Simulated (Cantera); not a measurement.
Input (Python, Cantera) and output of one run.

```python
import numpy as np
import cantera as ct

gas_names = """
    C CH CH2 CH3 CH2OH CH3O CH4 CH3OH CN CO CO2 COOH C2 C2H CHCO,ketyl C2H2,acetylene C2H2,vinylidene
    CH2CO,ketene C2H3,vinyl CH3CN CH3CO,acetyl C2H4 C2H4O,ethylen CH3CHO,ethanal CH3COOH (HCOOH)2 C2H5
    C2H6 CH3OCH3 C2H5OH CCN CNC C2N2 C2O C3 C3H3,propargyl C3H4,allene C3H4,propyne C3H4,cyclo-
    C3H5,allyl C3H6,propylene C3H6,cyclo- C3H6O C3H7,n-propyl C3H7,i-propyl C3H8 C3H8O,1propanol
    C3H8O,2propanol C3O2 C4 C4H2 C4H4,1,3-cyclo- C4H6,butadiene C4H6,2-butyne C4H6,cyclo- C4H8,1-butene
    C4H8,cis2-buten C4H8,tr2-butene C4H8,isobutene C4H8,cyclo- (CH3COOH)2 C4H9,n-butyl C4H9,i-butyl
    C4H9,s-butyl C4H9,t-butyl C4H10,isobutane C4H10,n-butane C4N2 C5 C5H6,1,3cyclo- C5H8,cyclo-
    C5H10,1-pentene C5H10,cyclo- C5H11,pentyl C5H11,t-pentyl C5H12,n-pentane C5H12,i-pentane
    CH3C(CH3)2CH3 C6H2 C6H5,phenyl C6H5O,phenoxy C6H6 C6H5OH,phenol C6H10,cyclo- C6H12,1-hexene
    C6H12,cyclo- C6H13,n-hexyl C7H7,benzyl C7H8 C7H8O,cresol C7H14,1-heptene C7H15,n-heptyl
    C7H16,n-heptane C8H8,styrene C8H10,ethylbenz C8H16,1-octene C8H17,n-octyl C8H18,isooctane
    C8H18,n-octane C9H19,n-nonyl C10H8,naphthale C10H21,n-decyl C12H9,o-bipheny C12H10,bipheny H HCN HCO
    HCCN HNC HNCO HNO HNO2 HNO3 HO2 H2 HCHO,formaldehy HCOOH H2O H2O2 N NCO NH NH2 NH3 NH2OH NO NO2 NO3
    N2 N2H2 N2H4 N2O O OH O2 O3 Si SiC SiC2 SiC4H12 SiH SiH2 SiH3 SiH4 SiN SiO SiO2 Si2 Si2C Si2N Si3
""".split()
cond_names = """
    C(gr) C6H6(L) C7H8(L) C8H18(L),n-octa H2O(s) H2O(L) Si(cr) Si(L) SiC(b) SiO2(Lqz) SiO2(hqz) SiO2(L)
    Si2N2O(s) Si3N4(a)
""".split()


def load(file, names, dense=False):
    # The tables refer to 1 bar. Condensed volumes are neglected.
    table = {s.name: s for s in ct.Species.list_from_file(file)}
    out = []
    for n in names:
        d = dict(table[n].input_data)
        d["thermo"] = dict(d["thermo"], **{"reference-pressure": 1e5})
        if dense:
            d["equation-of-state"] = {"model": "constant-volume", "density": "1e6 g/cm^3"}
        out.append(ct.Species.from_dict(d))
    return out


gas = ct.Solution(thermo="ideal-gas", species=load("nasa_gas.yaml", gas_names))
cond = {s.name: ct.Solution(thermo="fixed-stoichiometry", species=[s], name=s.name)
        for s in load("nasa_condensed.yaml", cond_names, dense=True)}
atoms = {
    'Si2H6': {'Si': 2, 'H': 6},
    'CO2': {'C': 1, 'O': 2},
    'N2': {'N': 2},
}
top_T = {'C(gr)': 4500, 'SiC(b)': 3050, 'Si2N2O(s)': 2100, 'Si3N4(a)': 2400}  # K; cautious upper limits of use, not melting points


def equilibrate(T, P, feed):
    n = {}
    for name, mol in feed.items():
        for a, k in atoms[name].items():
            n[a] = n.get(a, 0.0) + k * mol
    gas.TPX = T, P, n
    mass = sum(n.values()) * gas.mean_molecular_weight
    gas.equilibrate("TP")
    valid = [c for c in cond.values() if c.min_temp <= T <= top_T.get(c.name, c.max_temp)]
    mix = ct.Mixture([(gas, mass / gas.mean_molecular_weight)] + [(c, 0.0) for c in valid])
    mix.T, mix.P = T, P
    mix.equilibrate("TP", solver="vcs", rtol=1e-11, max_steps=5000)
    return mix


results = []
T = 2000  # K
P = 100000  # Pa
for m in [0.11, 0.18, 0.29, 0.48, 0.78, 1.3, 2, 3.3, 5.4, 8.7, 14]:
    feed = {'Si2H6': 1, 'CO2': m, 'N2': 140}  # mol
    mix = equilibrate(T, P, feed)
    results.append((T, P, feed, dict(zip(mix.species_names, mix.species_moles))))
    x = sorted(zip(gas.X, gas.species_names), reverse=True)
    print(f"T = {T:g} K  P = {P:g} Pa  n(CO2) = {m:g} mol  gas = {mix.phase_moles(0):.4g} mol")
    print("   x: " + "  ".join(f"{s} {v:.3e}" for v, s in x if v > 1e-06))
    print("   condensed (mol): " + ("  ".join(f"{mix.phase(i).name} {mix.phase_moles(i):.4g}"
          for i in range(1, mix.n_phases) if mix.phase_moles(i) > 1e-12) or "none"))
```

It prints:

```
T = 2000 K  P = 100000 Pa  n(CO2) = 0.11 mol  gas = 142 mol
   x: N2 9.771e-01  H2 2.096e-02  SiO 8.659e-04  CO 6.834e-04  H 2.355e-04  HCN 8.621e-05  Si 1.327e-05  HNC 4.899e-06  SiN 3.415e-06  Si2N 1.367e-06  SiH 1.303e-06
   condensed (mol): Si3N4(a) 0.6247
T = 2000 K  P = 100000 Pa  n(CO2) = 0.18 mol  gas = 142.2 mol
   x: N2 9.762e-01  H2 2.093e-02  SiO 1.365e-03  CO 1.167e-03  H 2.353e-04  HCN 9.336e-05  Si 1.328e-05  HNC 5.306e-06  SiN 3.416e-06  Si2N 1.368e-06  SiH 1.303e-06
   condensed (mol): Si3N4(a) 0.601
T = 2000 K  P = 100000 Pa  n(CO2) = 0.29 mol  gas = 142.5 mol
   x: N2 9.747e-01  H2 2.089e-02  SiO 2.140e-03  CO 1.931e-03  H 2.350e-04  HCN 9.846e-05  Si 1.329e-05  HNC 5.595e-06  SiN 3.416e-06  Si2N 1.370e-06  SiH 1.303e-06
   condensed (mol): Si3N4(a) 0.564
T = 2000 K  P = 100000 Pa  n(CO2) = 0.48 mol  gas = 142.9 mol
   x: N2 9.725e-01  H2 2.081e-02  CO 3.237e-03  SiO 3.066e-03  H 2.346e-04  HCN 1.150e-04  Si 1.331e-05  HNC 6.536e-06  SiN 3.418e-06  Si2N 1.372e-06  SiH 1.303e-06
   condensed (mol): Si2N2O(s) 0.05924  Si3N4(a) 0.4801
T = 2000 K  P = 100000 Pa  n(CO2) = 0.78 mol  gas = 143.3 mol
   x: N2 9.705e-01  H2 2.072e-02  CO 5.246e-03  SiO 3.068e-03  H 2.341e-04  HCN 1.859e-04  Si 1.333e-05  HNC 1.056e-05  SiN 3.419e-06  Si2N 1.374e-06  SiH 1.302e-06
   condensed (mol): Si2N2O(s) 0.3686  Si3N4(a) 0.2734
T = 2000 K  P = 100000 Pa  n(CO2) = 1.3 mol  gas = 144.3 mol
   x: N2 9.657e-01  H2 2.060e-02  CO 8.855e-03  SiO 4.484e-03  H 2.334e-04  HCN 1.469e-04  Si 9.168e-06  HNC 8.347e-06  SiN 2.345e-06
   condensed (mol): Si2N2O(s) 0.6755
T = 2000 K  P = 100000 Pa  n(CO2) = 2 mol  gas = 147 mol
   x: N2 9.523e-01  H2 2.028e-02  SiO 1.360e-02  CO 1.359e-02  H 2.316e-04  H2O 8.430e-06  HCN 7.853e-06  CO2 1.233e-06
   condensed (mol): none
T = 2000 K  P = 100000 Pa  n(CO2) = 3.3 mol  gas = 147.1 mol
   x: N2 9.519e-01  CO 2.237e-02  H2 2.000e-02  SiO 5.110e-03  H2O 2.819e-04  H 2.300e-04  CO2 6.878e-05
   condensed (mol): SiO2(L) 1.248
T = 2000 K  P = 100000 Pa  n(CO2) = 5.4 mol  gas = 148.4 mol
   x: N2 9.432e-01  CO 3.309e-02  H2 1.382e-02  H2O 6.292e-03  CO2 3.287e-03  H 1.912e-04  SiO 1.582e-04  OH 8.692e-06  NO 2.402e-06
   condensed (mol): SiO2(L) 1.976
T = 2000 K  P = 100000 Pa  n(CO2) = 8.7 mol  gas = 151.7 mol
   x: N2 9.228e-01  CO 3.961e-02  CO2 1.773e-02  H2O 1.324e-02  H2 6.453e-03  H 1.306e-04  SiO 3.510e-05  OH 2.677e-05  NO 1.071e-05
   condensed (mol): SiO2(L) 1.995
T = 2000 K  P = 100000 Pa  n(CO2) = 14 mol  gas = 157 mol
   x: N2 8.916e-01  CO2 4.763e-02  CO 4.154e-02  H2O 1.599e-02  H2 3.043e-03  H 8.971e-05  OH 4.709e-05  NO 2.696e-05  SiO 1.370e-05  O2 2.299e-06  O 1.015e-06
   condensed (mol): SiO2(L) 1.998
```

Cantera equilibrium calculation (NASA polynomials, part measured and part estimated; ideal gas, pure solids and liquids). The feed counts by its element totals alone. Mutual solubility and eutectic melting of coexisting phases are not modelled. The tables hold silica as quartz up to 1696 K and as liquid above; real silica turns to tridymite and cristobalite and melts near 1996 K. Gases not in the tables: Si(OH)4.
